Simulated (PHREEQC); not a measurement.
1 kg of water holding 0.63 mol NaHCO3, 0.057 mol Na2CO3, 0.6 mol KCl, 0.13 mol NaCl and 0.025 mol Na2SO4 is evaporated at 25 °C; the solids stay in contact with the brine. CO2 is held at log p = -3.4 (atm). Solids allowed: Arcanite, Burkeite, Glaserite, Halite, Kalicinite, Mirabilite, Misenite, Nahcolite, Natron, Sylvite, Thenardite, Trona. Others were left out.

All values are PHREEQC results (Pitzer model, pitzer.dat), not measurements.

```
water left (kg)  ionic strength  water activity  Sylvite (mol)  Trona (mol)  Glaserite (mol)
---------------  --------------  --------------  -------------  -----------  ---------------
1.005                      1.85           0.960              0            0                0
0.8266                     2.26           0.952              0            0                0
0.6803                     2.75           0.941              0            0                0
0.5601                     3.35           0.929              0            0                0
0.4612                     4.08           0.912              0            0                0
0.38                 (withheld)           0.892              0            0                0
0.3133                     6.02      (withheld)              0            0                0
0.2584                     7.31           0.831              0            0                0
0.1734                     9.24           0.760              0       0.0657                0
0.1411                     9.16      (withheld)     (withheld)        0.107          0.00190
0.1147                     9.06           0.756          0.214        0.141          0.00351
0.09291                    8.96           0.754          0.294        0.168          0.00482
0.07504                    8.86           0.750          0.360        0.190          0.00586
0.06038                    8.77           0.743          0.414        0.207          0.00667
0.04838                    8.74           0.732     (withheld)        0.221          0.00726
0.03853                    8.82           0.715          0.492        0.231          0.00765
```

Task: Some entries are withheld; supply them.

Result: 
- 0.38, ionic strength: 4.96
- 0.3133, water activity: 0.865
- 0.1411, water activity: 0.758
- 0.1411, Sylvite (mol): 0.115
- 0.04838, Sylvite (mol): 0.457
